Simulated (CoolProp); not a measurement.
A Linde-Hampson liquefier for oxygen: isothermal reversible compression at 200 K from 1 atm to 25 MPa, throttling to 1 atm, return gas leaving the recuperator 2 K below the feed. Each further row changes one setting.

The numbers come from the reference Helmholtz-energy equation of state, Schmidt 1985 in CoolProp.

```
case                        liquid yield per pass  compression work (kJ/kg of gas)
--------------------------  ---------------------  -------------------------------
as stated                                     ___                              254
high pressure 50 MPa                          ___                              ___
warm-end temperature 230 K                    ___                              ___
warm-end gap 7 K                              ___                              254
```

**Question.** Fill in the missing entries.

**Answer.** 
- as stated, liquid yield per pass: 0.356
- high pressure 50 MPa, liquid yield per pass: 0.369
- high pressure 50 MPa, compression work (kJ/kg of gas): 287
- warm-end temperature 230 K, liquid yield per pass: 0.252
- warm-end temperature 230 K, compression work (kJ/kg of gas): 307
- warm-end gap 7 K, liquid yield per pass: 0.346
